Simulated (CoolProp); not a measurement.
R1224YDZ at 466.44 K and 8.23 MPa is throttled through a valve to 1.87 MPa with no heat exchange. Each further row changes one setting.

Computed with CoolProp (reference Helmholtz-energy equation of state, Akasaka 2023).

```csv
case,temperature change (K),final phase,final density (kg/m³)
as stated,-67.9,gas,128
outlet pressure 0.561 MPa,-91.7,gas,29.8
outlet pressure 2.43 MPa,-55.6,"two-phase, vapour fraction 0.995",192
```
